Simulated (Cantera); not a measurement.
Input: 1 mol SiC, 0.41 mol N2O, 170 mol N2, 0.27 mol H2O, at 22.0 Pa.

These are equilibrium values from Cantera (NASA tables, ideal gas, pure condensed phases), not measurements of a reactor. Candidate condensed phases: C, C6H6, C7H8, C8H18, H2O, Si, SiC, SiO2, Si2N2O, Si3N4; 151 gas species. Mutual solubility and eutectic melting of coexisting phases are not modelled. Equilibrium is a limit: real reactors are often held back by kinetics, nucleation or transport.

Q: Which condensed phases are stable at each of these points (T (°C)): 750, 850, 950, 1050, 1150, 1250, 1350, 1450, 1550, 1650, 1750, 1850?

A: 
```csv
T (°C),condensed phases,Si condensed (%)
750,C(graphite) + Si2N2O(s),100.0
850,C(graphite) + Si2N2O(s),100.0
950,C(graphite) + Si2N2O(s),100.0
1050,SiC(s) + Si2N2O(s),99.8
1150,SiC(s) + Si2N2O(s),92.9
1250,SiC(s),65.9
1350,SiC(s),64.7
1450,SiC(s),58.0
1550,SiC(s),40.2
1650,SiC(s),25.1
1750,C(graphite),0.0
1850,C(graphite),0.0
```

From 750 °C to 950 °C the condensed part is C(graphite) + Si2N2O(s). From 1050 °C to 1150 °C the condensed part is SiC(s) + Si2N2O(s). From 1250 °C to 1650 °C the condensed part is SiC(s). From 1750 °C to 1850 °C the condensed part is C(graphite).
